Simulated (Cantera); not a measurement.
**NO annealing gas**

A perfectly stirred reactor is fed with NO : N2 = 1 : 8.5 (molar parts), at 2670 Pa; it is held at 2025 K, and followed from long to short residence time.

Detailed kinetics in Cantera: GRI-Mech 3.0 (53 species, 325 reactions). Radical loss at walls, strong at low pressure, is not modelled.

```json
[
 {"τ (s)": "14", "x NO": "0.0522", "x O": "0.000820", "x N2": "0.921", "x N2O": "1.02e-6", "x O2": "0.0261", "x NO2": "4.96e-6"},
 {"τ (s)": "2.1", "x NO": "0.0970", "x O": "0.000375", "x N2": "0.899", "x N2O": "3.91e-6", "x O2": "0.00395", "x NO2": "3.86e-6"},
 {"τ (s)": "0.31", "x NO": "0.105", "x O": "0.000157", "x N2": "0.895", "x N2O": "4.74e-6", "x O2": "0.000272", "x NO2": "1.69e-6"},
 {"τ (s)": "0.045", "x NO": "0.105", "x O": "3.16e-5", "x N2": "0.895", "x N2O": "4.07e-6", "x O2": "7.16e-6", "x NO2": "3.64e-7"},
 {"τ (s)": "0.0067", "x NO": "0.105", "x O": "3.65e-6", "x N2": "0.895", "x N2O": "1.81e-6", "x O2": "1.18e-7", "x NO2": "3.47e-8"},
 {"τ (s)": "0.0010", "x NO": "0.105", "x O": "4.38e-7", "x N2": "0.895", "x N2O": "3.81e-7", "x O2": "2.10e-9", "x NO2": "1.79e-9"},
 {"τ (s)": "0.00015", "x NO": "0.105", "x O": "6.22e-8", "x N2": "0.895", "x N2O": "6.09e-8", "x O2": "4.47e-11", "x NO2": "5.30e-11"}
]
```
x: mole fraction; the columns are a selection and need not sum to one.
